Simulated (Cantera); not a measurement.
Feed: 1 mol Al, 7.3 mol Cl2, 0.29 mol H2, held at 877 °C and 0.00750 Torr.

Method: chemical equilibrium by Gibbs-energy minimisation in Cantera with the NASA 1993 tables (ideal gas, pure condensed phases). Candidate condensed phases: Al, AlCl3; 12 gas species. Equilibrium is a limit: real reactors are often held back by kinetics, nucleation or transport.

Base state: Cl 0.500, Cl2 0.333, AlCl3 0.106, HCl 0.0613 (mole fractions); condensed: gas only.

### Question
What changes in the equilibrium state with this change: temperature from 877 °C to 450 °C?

### Answer
```csv
species,before,after
Cl2,0.333,0.777
AlCl3,0.106,0.141
HCl,0.0613,0.0818
Cl,0.500,0.000363
```
